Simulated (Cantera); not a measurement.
Cantera run:

```python
import numpy as np
import cantera as ct

gas_names = """
    H HO2 H2 H2O H2O2 O OH O2 O3 P PH PH3 PO PO2 P2 P4 P4O10
""".split()
cond_names = """
    H2O(s) H2O(L) P(cr) P(L) P4O10(s)
""".split()


# ... load() reads the species with a 1 bar reference pressure and builds the phases ...
atoms = {
    'PH3': {'P': 1, 'H': 3},
    'O2': {'O': 2},
}
top_T = {'P4O10(s)': 690}  # K; cautious upper limits of use, not melting points


# ... equilibrate(T, P, feed) seeds the gas with the atoms and calls Mixture.equilibrate('TP', solver="vcs", rtol=1e-11, max_steps=5000) ...
results = []
feed = {'PH3': 1, 'O2': 0.036}  # mol
T = 2100  # K
P = 12  # Pa
mix = equilibrate(T, P, feed)
results.append((T, P, feed, dict(zip(mix.species_names, mix.species_moles))))
x = sorted(zip(gas.X, gas.species_names), reverse=True)
print(f"T = {T:g} K  P = {P:g} Pa  gas = {mix.phase_moles(0):.4g} mol")
print("   x: " + "  ".join(f"{s} {v:.3e}" for v, s in x if v > 1e-05))
print("   condensed (mol): " + ("  ".join(f"{mix.phase(i).name} {mix.phase_moles(i):.4g}"
      for i in range(1, mix.n_phases) if mix.phase_moles(i) > 1e-12) or "none"))
```

Output:

```
T = 2100 K  P = 12 Pa  gas = 2.316 mol
   x: H2 5.422e-01  H 2.094e-01  P2 1.840e-01  P 3.302e-02  PO 3.044e-02  H2O 5.381e-04  PH 3.030e-04  PO2 3.931e-05  OH 2.475e-05
   condensed (mol): none
```

Method: chemical equilibrium by Gibbs-energy minimisation in Cantera with the NASA 1993 tables (ideal gas, pure condensed phases). Gases not in the tables: HPO2, HPO3 and P4O6.
